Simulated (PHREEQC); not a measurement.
Make-up at 10 °C: 35 mmol/kgw NH4Cl, 4.3 mmol/kgw NaOH and 0.25 mmol/kgw NaCl. Closed to the air; pH follows from the charge balance.

Model: ion-association model, phreeqc.dat, run in PHREEQC.

No solid was allowed to form.

Task: What pH, specific conductance does the model give?

Result: pH 8.96; specific conductance 3150 µS/cm.

Task: In which forms is N present?

Result: NH4+ 88 %, NH3 12 % of the N.

At this temperature some constants are extrapolated from 25 °C, and those without enthalpy data are left unchanged.
